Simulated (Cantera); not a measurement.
Feed: 1 mol Si3N4, 4.9 mol H2O, 600 mol N2, at 750 Torr.

Cantera equilibrium calculation (NASA polynomials, part measured and part estimated; ideal gas, pure solids and liquids). Candidate condensed phases: H2O, Si, SiO2, Si2N2O, Si3N4; 35 gas species. Mutual solubility and eutectic melting of coexisting phases are not modelled. The tables hold silica as quartz up to 1696 K and as liquid above; real silica turns to tridymite and cristobalite and melts near 1996 K. Rates play no part.

log p: log10 of the partial pressure in bar; n: condensed amount in mol.

```tsv
T (K)	log p N2	log p H2	log p SiO	log p H2O	log p H	log p OH	log p SiO2	n SiO2(β-quartz)	n Si2N2O(s)	n SiO2(condensed)	n SiO2(l)
1373	0.00	-2.09	-7.27	-5.34	-6.52	…	<-12	2.26	0.368	0	0
1423	0.00	-2.09	-6.60	-5.28	-6.22	…	<-12	2.26	0.368	0	0
1473	0.00	-2.09	-5.97	-5.23	-5.94	…	<-12	2.26	0.368	0	0
1523	0.00	-2.09	-5.39	-5.19	-5.68	…	-11.36	2.26	0.367	0	0
1573	0.00	-2.09	-4.84	-5.14	-5.44	…	-10.72	2.26	0.365	0	0
1623	0.00	-2.09	-4.33	-5.10	-5.21	…	-10.11	2.25	0.359	0	0
1673	0.00	-2.09	-3.85	-5.07	-4.99	…	-9.54	2.23	0.340	0	0
1723	0.00	-2.09	-3.40	-5.03	-4.79	…	-9.02	0	0.288	2.18	0
1773	0.00	-2.09	-2.98	-5.01	-4.59	…	-8.52	0	0.157	2.05	0
1823	0.00	-2.10	-2.74	-4.82	-4.41	…	-8.05	0	0	1.89	0
1873	0.00	-2.10	-2.73	-4.43	-4.24	…	-7.61	0	0	1.88	0
1923	0.00	-2.10	-2.72	-4.07	-4.08	…	-7.19	0	0	1.85	0
1973	0.00	-2.11	-2.70	-3.74	-3.92	…	-6.80	0	0	1.79	0
2023	0.00	-2.12	-2.66	-3.44	-3.78	…	-6.42	0	0	0	1.68
```

**Question.** Fill in the missing entries.

**Answer.** 
- 1373, log p OH: -11.52
- 1423, log p OH: -11.08
- 1473, log p OH: -10.67
- 1523, log p OH: -10.29
- 1573, log p OH: -9.93
- 1623, log p OH: -9.60
- 1673, log p OH: -9.28
- 1723, log p OH: -8.99
- 1773, log p OH: -8.71
- 1823, log p OH: -8.30
- 1873, log p OH: -7.68
- 1923, log p OH: -7.11
- 1973, log p OH: -6.57
- 2023, log p OH: -6.09
